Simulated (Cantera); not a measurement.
A Cantera script and what it prints.

```python
import numpy as np
import cantera as ct

gas_names = """
    H HO2 H2 H2O H2O2 O OH O2 O3 Si SiH SiH2 SiH3 SiH4 SiO SiO2 Si2 Si3
""".split()
cond_names = """
    H2O(s) H2O(L) Si(cr) Si(L) SiO2(Lqz) SiO2(hqz) SiO2(L)
""".split()


def load(file, names, dense=False):
    # The tables refer to 1 bar. Condensed volumes are neglected.
    table = {s.name: s for s in ct.Species.list_from_file(file)}
    out = []
    for n in names:
        d = dict(table[n].input_data)
        d["thermo"] = dict(d["thermo"], **{"reference-pressure": 1e5})
        if dense:
            d["equation-of-state"] = {"model": "constant-volume", "density": "1e6 g/cm^3"}
        out.append(ct.Species.from_dict(d))
    return out


gas = ct.Solution(thermo="ideal-gas", species=load("nasa_gas.yaml", gas_names))
cond = {s.name: ct.Solution(thermo="fixed-stoichiometry", species=[s], name=s.name)
        for s in load("nasa_condensed.yaml", cond_names, dense=True)}
atoms = {
    'SiH4': {'Si': 1, 'H': 4},
    'O2': {'O': 2},
}
top_T = {}  # K; cautious upper limits of use, not melting points


def equilibrate(T, P, feed):
    n = {}
    for name, mol in feed.items():
        for a, k in atoms[name].items():
            n[a] = n.get(a, 0.0) + k * mol
    gas.TPX = T, P, n
    mass = sum(n.values()) * gas.mean_molecular_weight
    gas.equilibrate("TP")
    valid = [c for c in cond.values() if c.min_temp <= T <= top_T.get(c.name, c.max_temp)]
    mix = ct.Mixture([(gas, mass / gas.mean_molecular_weight)] + [(c, 0.0) for c in valid])
    mix.T, mix.P = T, P
    mix.equilibrate("TP", solver="vcs", rtol=1e-11, max_steps=5000)
    return mix


results = []
feed = {'SiH4': 1, 'O2': 3}  # mol
P = 1333.22  # Pa
for T in [1100, 1175, 1250, 1325, 1400, 1475, 1550, 1625, 1700, 1775, 1850]:
    mix = equilibrate(T, P, feed)
    results.append((T, P, feed, dict(zip(mix.species_names, mix.species_moles))))

top = {s: max(r[3][s] / sum(r[3][g] for g in gas_names) for r in results) for s in gas_names}
cols = sorted((s for s in top if top[s] > 1e-05), key=lambda s: -top[s])[:7]
seen = [c for c in cond_names if any(r[3].get(c, 0) > 1e-12 for r in results)]
print("log10 of partial pressures in bar; condensed amounts in mol")
print(f"{'T/K':>10s}" + "".join(f"{s[:9]:>10s}" for s in cols + seen))
for T, P, feed, n in results:
    ng = sum(n[g] for g in gas_names)
    print(f"{T:10.4g}" + "".join(f"{np.log10(max(n[s] / ng * P / 1e5, 1e-99)):10.3f}" for s in cols)
          + "".join(f"{n.get(c, 0):10.4g}" for c in seen))
```

It prints:

```
log10 of partial pressures in bar; condensed amounts in mol
       T/K       H2O        O2        OH         O        H2         H SiO2(hqz)   SiO2(L)
      1100    -2.051    -2.352    -7.112    -9.779    -9.755   -12.465         1         0
      1175    -2.051    -2.352    -6.619    -9.012    -9.002   -11.412         1         0
      1250    -2.051    -2.352    -6.185    -8.336    -8.337   -10.484         1         0
      1325    -2.051    -2.352    -5.800    -7.736    -7.747    -9.660         1         0
      1400    -2.051    -2.352    -5.456    -7.200    -7.220    -8.923         1         0
      1475    -2.051    -2.352    -5.147    -6.718    -6.746    -8.260         1         0
      1550    -2.052    -2.353    -4.868    -6.283    -6.317    -7.660         1         0
      1625    -2.052    -2.353    -4.615    -5.887    -5.928    -7.115         1         0
      1700    -2.053    -2.354    -4.385    -5.527    -5.573    -6.618         0         1
      1775    -2.054    -2.355    -4.174    -5.196    -5.248    -6.162         0         1
      1850    -2.056    -2.356    -3.981    -4.893    -4.949    -5.743         0         1
```

Method: chemical equilibrium by Gibbs-energy minimisation in Cantera with the NASA 1993 tables (ideal gas, pure condensed phases). The tables hold silica as quartz up to 1696 K and as liquid above; real silica turns to tridymite and cristobalite and melts near 1996 K.
